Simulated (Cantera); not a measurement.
What does this Cantera script print?

```python
import numpy as np
import cantera as ct

gas_names = [...]  # 113 gases of nasa_gas.yaml made of C, H, O, Ti
cond_names = """
    C(gr) C6H6(L) C7H8(L) C8H18(L),n-octa H2O(s) H2O(L) Ti(a) Ti(b) Ti(L) TiC(s) TiC(L) TiO(a) TiO(b)
    TiO(L) TiO2(ru) TiO2(L) Ti2O3(a) Ti2O3(b) Ti2O3(L) Ti3O5(a) Ti3O5(b) Ti3O5(L) Ti4O7(s) Ti4O7(L)
""".split()


# ... load() reads the species with a 1 bar reference pressure and builds the phases ...
atoms = {
    'Ti': {'Ti': 1},
    'O2': {'O': 2},
    'CH4': {'C': 1, 'H': 4},
}
top_T = {'C(gr)': 4500}  # K; cautious upper limits of use, not melting points


# ... equilibrate(T, P, feed) seeds the gas with the atoms and calls Mixture.equilibrate('TP', solver="vcs", rtol=1e-11, max_steps=5000) ...
results = []
T = 1923.15  # K
P = 100000  # Pa
for m in [0.92, 1.4, 1.8, 2.3, 2.8, 3.2, 3.7, 4.2]:
    feed = {'Ti': 1, 'O2': 0.053, 'CH4': m}  # mol
    mix = equilibrate(T, P, feed)
    results.append((T, P, feed, dict(zip(mix.species_names, mix.species_moles))))

top = {s: max(r[3][s] / sum(r[3][g] for g in gas_names) for r in results) for s in gas_names}
cols = sorted((s for s in top if top[s] > 0.0001), key=lambda s: -top[s])[:6]
seen = [c for c in cond_names if any(r[3].get(c, 0) > 1e-12 for r in results)]
print("log10 of partial pressures in bar; condensed amounts in mol")
print(f"{'n(CH4)':>10s}" + "".join(f"{s[:9]:>10s}" for s in cols + seen))
for T, P, feed, n in results:
    ng = sum(n[g] for g in gas_names)
    print(f"{feed['CH4']:10.4g}" + "".join(f"{np.log10(max(n[s] / ng * P / 1e5, 1e-99)):10.3f}" for s in cols)
          + "".join(f"{n.get(c, 0):10.4g}" for c in seen))
```

It prints:

```
log10 of partial pressures in bar; condensed amounts in mol
    n(CH4)        H2        CO         H       CH4 C2H2,acet       H2O     C(gr)    TiC(s)    TiO(b)
      0.92    -0.003    -2.158    -3.027    -5.364    -7.504    -3.877         0    0.9071   0.09288
       1.4    -0.017    -1.438    -3.034    -3.314    -3.362    -5.248      0.29         1         0
       1.8    -0.013    -1.544    -3.032    -3.307    -3.358    -5.350    0.6889         1         0
       2.3    -0.011    -1.647    -3.031    -3.301    -3.356    -5.451     1.187         1         0
       2.8    -0.009    -1.731    -3.030    -3.298    -3.354    -5.533     1.686         1         0
       3.2    -0.008    -1.788    -3.029    -3.296    -3.353    -5.589     2.085         1         0
       3.7    -0.007    -1.850    -3.029    -3.294    -3.352    -5.650     2.583         1         0
       4.2    -0.006    -1.904    -3.029    -3.292    -3.351    -5.703     3.082         1         0
```

Method: chemical equilibrium by Gibbs-energy minimisation in Cantera with the NASA 1993 tables (ideal gas, pure condensed phases). Mutual solubility and eutectic melting of coexisting phases are not modelled. TiC, TiO: taken at fixed stoichiometry. Condensed phases not in the tables: solid solutions among these carbides, nitrides and lower oxides.
